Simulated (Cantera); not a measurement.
Cantera run:

```python
import numpy as np
import cantera as ct

gas_names = """
    C CH CH2 CH3 CH2OH CH3O CH4 CH3OH CO CO2 COOH C2 C2H CHCO,ketyl C2H2,acetylene C2H2,vinylidene
    CH2CO,ketene C2H3,vinyl CH3CO,acetyl C2H4 C2H4O,ethylen CH3CHO,ethanal CH3COOH (HCOOH)2 C2H5 C2H6
    CH3OCH3 C2H5OH C2O C3 C3H3,propargyl C3H4,allene C3H4,propyne C3H4,cyclo- C3H5,allyl C3H6,propylene
    C3H6,cyclo- C3H6O C3H7,n-propyl C3H7,i-propyl C3H8 C3H8O,1propanol C3H8O,2propanol C3O2 C4 C4H2
    C4H4,1,3-cyclo- C4H6,butadiene C4H6,2-butyne C4H6,cyclo- C4H8,1-butene C4H8,cis2-buten
    C4H8,tr2-butene C4H8,isobutene C4H8,cyclo- (CH3COOH)2 C4H9,n-butyl C4H9,i-butyl C4H9,s-butyl
    C4H9,t-butyl C4H10,isobutane C4H10,n-butane C5 C5H6,1,3cyclo- C5H8,cyclo- C5H10,1-pentene
    C5H10,cyclo- C5H11,pentyl C5H11,t-pentyl C5H12,n-pentane C5H12,i-pentane CH3C(CH3)2CH3 C6H2
    C6H5,phenyl C6H5O,phenoxy C6H6 C6H5OH,phenol C6H10,cyclo- C6H12,1-hexene C6H12,cyclo- C6H13,n-hexyl
    C7H7,benzyl C7H8 C7H8O,cresol C7H14,1-heptene C7H15,n-heptyl C7H16,n-heptane C8H8,styrene
    C8H10,ethylbenz C8H16,1-octene C8H17,n-octyl C8H18,isooctane C8H18,n-octane C9H19,n-nonyl
    C10H8,naphthale C10H21,n-decyl C12H9,o-bipheny C12H10,bipheny Cu CuO Cu2 H HCO HO2 H2
    HCHO,formaldehy HCOOH H2O H2O2 O OH O2 O3
""".split()
cond_names = """
    C(gr) C6H6(L) C7H8(L) C8H18(L),n-octa Cu(cr) Cu(L) CuO(s) CuO2H2(s) Cu2O(s) Cu2O(L) H2O(s) H2O(L)
""".split()


def load(file, names, dense=False):
    # The tables refer to 1 bar. Condensed volumes are neglected.
    table = {s.name: s for s in ct.Species.list_from_file(file)}
    out = []
    for n in names:
        d = dict(table[n].input_data)
        d["thermo"] = dict(d["thermo"], **{"reference-pressure": 1e5})
        if dense:
            d["equation-of-state"] = {"model": "constant-volume", "density": "1e6 g/cm^3"}
        out.append(ct.Species.from_dict(d))
    return out


gas = ct.Solution(thermo="ideal-gas", species=load("nasa_gas.yaml", gas_names))
cond = {s.name: ct.Solution(thermo="fixed-stoichiometry", species=[s], name=s.name)
        for s in load("nasa_condensed.yaml", cond_names, dense=True)}
atoms = {
    'Cu2O': {'Cu': 2, 'O': 1},
    'C': {'C': 1},
    'H2': {'H': 2},
}
top_T = {'C(gr)': 4500, 'CuO(s)': 1390}  # K; cautious upper limits of use, not melting points


def equilibrate(T, P, feed):
    n = {}
    for name, mol in feed.items():
        for a, k in atoms[name].items():
            n[a] = n.get(a, 0.0) + k * mol
    gas.TPX = T, P, n
    mass = sum(n.values()) * gas.mean_molecular_weight
    gas.equilibrate("TP")
    valid = [c for c in cond.values() if c.min_temp <= T <= top_T.get(c.name, c.max_temp)]
    mix = ct.Mixture([(gas, mass / gas.mean_molecular_weight)] + [(c, 0.0) for c in valid])
    mix.T, mix.P = T, P
    mix.equilibrate("TP", solver="vcs", rtol=1e-11, max_steps=5000)
    return mix


results = []
feed = {'Cu2O': 1, 'C': 4.2, 'H2': 0.93}  # mol
P = 65000  # Pa
for T in [998, 1073, 1148, 1223, 1298, 1373, 1448, 1523, 1598, 1673, 1748, 1823]:
    mix = equilibrate(T, P, feed)
    results.append((T, P, feed, dict(zip(mix.species_names, mix.species_moles))))

top = {s: max(r[3][s] / sum(r[3][g] for g in gas_names) for r in results) for s in gas_names}
cols = sorted((s for s in top if top[s] > 0.001), key=lambda s: -top[s])[:6]
seen = [c for c in cond_names if any(r[3].get(c, 0) > 1e-12 for r in results)]
print("log10 of partial pressures in bar; condensed amounts in mol")
print(f"{'T/K':>10s}" + "".join(f"{s[:9]:>10s}" for s in cols + seen))
for T, P, feed, n in results:
    ng = sum(n[g] for g in gas_names)
    print(f"{T:10.4g}" + "".join(f"{np.log10(max(n[s] / ng * P / 1e5, 1e-99)):10.3f}" for s in cols)
          + "".join(f"{n.get(c, 0):10.4g}" for c in seen))
```

Result:

```
log10 of partial pressures in bar; condensed amounts in mol
       T/K        CO        H2       CO2       H2O       CH4        Cu     C(gr)    Cu(cr)     Cu(L)
       998    -0.578    -0.519    -1.384    -1.486    -2.049   -10.842     3.371         2         0
      1073    -0.505    -0.513    -1.861    -1.904    -2.364    -9.623     3.262         2         0
      1148    -0.483    -0.510    -2.356    -2.310    -2.643    -8.565      3.22         2         0
      1223    -0.476    -0.507    -2.814    -2.680    -2.890    -7.639     3.207         2         0
      1298    -0.474    -0.506    -3.224    -3.012    -3.111    -6.822     3.202         2         0
      1373    -0.473    -0.505    -3.590    -3.308    -3.309    -6.102     3.201         0         2
      1448    -0.473    -0.505    -3.917    -3.574    -3.487    -5.479       3.2         0         2
      1523    -0.473    -0.505    -4.210    -3.814    -3.647    -4.919       3.2         0         2
      1598    -0.473    -0.505    -4.475    -4.030    -3.793    -4.413       3.2         0         2
      1673    -0.473    -0.505    -4.715    -4.227    -3.925    -3.954       3.2         0         2
      1748    -0.473    -0.505    -4.933    -4.407    -4.046    -3.536       3.2         0     1.999
      1823    -0.473    -0.505    -5.133    -4.572    -4.157    -3.152     3.199         0     1.998
```

Method: chemical equilibrium by Gibbs-energy minimisation in Cantera with the NASA 1993 tables (ideal gas, pure condensed phases).
